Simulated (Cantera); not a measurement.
## Reactions in the system Cr-H-O

Standard-state values (1 bar) from the NASA 1993 polynomials, evaluated with Cantera. Values are per mole of reaction as written; species without (g) are pure solids or liquids, kept so even where they would boil at 1 bar.

2 CrO3(g) + 6 H(g) ⇌ 3 H2O(g) + Cr2O3

```json
[
 {"T (K)": "300", "ΔH° (kJ)": "-2582.8", "ΔS° (J/K)": "-574.5", "ΔG° (kJ)": "-2410.5", "log10 K": "419.69"},
 {"T (K)": "1298", "ΔH° (kJ)": "-2615.9", "ΔS° (J/K)": "-624.1", "ΔG° (kJ)": "-1805.9", "log10 K": "72.67"},
 {"T (K)": "1323", "ΔH° (kJ)": "-2616.4", "ΔS° (J/K)": "-624.5", "ΔG° (kJ)": "-1790.3", "log10 K": "70.68"},
 {"T (K)": "1348", "ΔH° (kJ)": "-2616.9", "ΔS° (J/K)": "-624.8", "ΔG° (kJ)": "-1774.7", "log10 K": "68.77"},
 {"T (K)": "1373", "ΔH° (kJ)": "-2617.3", "ΔS° (J/K)": "-625.1", "ΔG° (kJ)": "-1759.0", "log10 K": "66.92"},
 {"T (K)": "1398", "ΔH° (kJ)": "-2617.7", "ΔS° (J/K)": "-625.4", "ΔG° (kJ)": "-1743.4", "log10 K": "65.14"},
 {"T (K)": "1423", "ΔH° (kJ)": "-2618.1", "ΔS° (J/K)": "-625.7", "ΔG° (kJ)": "-1727.8", "log10 K": "63.42"},
 {"T (K)": "1448", "ΔH° (kJ)": "-2618.5", "ΔS° (J/K)": "-625.9", "ΔG° (kJ)": "-1712.1", "log10 K": "61.76"},
 {"T (K)": "1473", "ΔH° (kJ)": "-2618.8", "ΔS° (J/K)": "-626.2", "ΔG° (kJ)": "-1696.5", "log10 K": "60.16"}
]
```
